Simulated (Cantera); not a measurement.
A closed system holds: 1 mol B₂H₆, 0.25 mol O₂, 2.8 mol H₂, at 7.05 Torr.

Cantera equilibrium calculation (NASA polynomials, part measured and part estimated; ideal gas, pure solids and liquids). Candidate condensed phases: B, B₂O₃, B₃O₃H₃, H₂O; 23 gas species. The feed counts by its element totals alone. Kinetics and transport are ignored.

Over these rows the condensed part is B(s). Partial pressures as log10 of bar:

```
T (K)  1000/T (1/K)  log p B₂O₃  log p H₂  log p HBO  log p B₂O₂
-----  ------------  ----------  --------  ---------  ----------
1523         0.6566       -4.55     -2.05      -3.40       -3.89
1598         0.6258       -4.78     -2.06      -3.35       -3.88
1673         0.5977       -5.02     -2.06      -3.32       -3.90
1748         0.5721           ?     -2.06      -3.31       -3.93
1823         0.5485       -5.50     -2.06      -3.30       -3.97
1898         0.5269       -5.75     -2.06      -3.30       -4.02
```

Problem. Fit log p(B₂O₃) = a + b·(1000/T) to the five rows, give the apparent enthalpy, and predict the row at 1748 K.

Solution. Means: 1000/T = 0.5911, log p = -5.120. Sxy = 0.106427, Sxx = 0.0114743, so b = 9.28 and a = -5.120 − (9.28)×0.5911 = -10.61.
Apparent enthalpy: −19.145 × (9.28) = -178 kJ/mol. With the condensed phases at unit activity, 3/2 B₂O₂(g) = B₂O₃(g) + B(s) links this pressure to the main gases: over the six rows their terms move log p by -0.19 in all, so the slope isn't that reaction's ΔH° alone. The five rows lie within 0.04 of the line.
Prediction at 1748 K: -10.61 + (9.28)×0.5721 = -5.30. The computed value is -5.26, 0.04 from the line.
